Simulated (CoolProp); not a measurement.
The fluid at 293.15 K and 0.457 MPa (stagnation) flows isentropically through a choked orifice. The same conditions are run with several fluids, on thermodynamics alone (safety and materials aside).

The numbers come from the reference Helmholtz-energy equation of state of each fluid (R407C: Lemmon 2003; R115: Lemmon 2016; CH3F (R41): Lemmon 2006; C2F6 (R116): Lemmon 2006; R410A: Lemmon 2003) in CoolProp. Blends and air are pseudo-pure fits.

Q: Rank R407C, R115, CH3F (R41), C2F6 (R116), R410A by throat to inlet pressure ratio, highest first.

A: R115 (0.598), C2F6 (R116) (0.592), R407C (0.582), R410A (0.573), CH3F (R41) (0.546)

```tsv
fluid	mass flux (kg/(m² s))	throat temperature (K)
R407C	1780	272.8
R115	2340	280.1
CH3F (R41)	1160	254.9
C2F6 (R116)	2190	280.2
R410A	1650	268.8
```
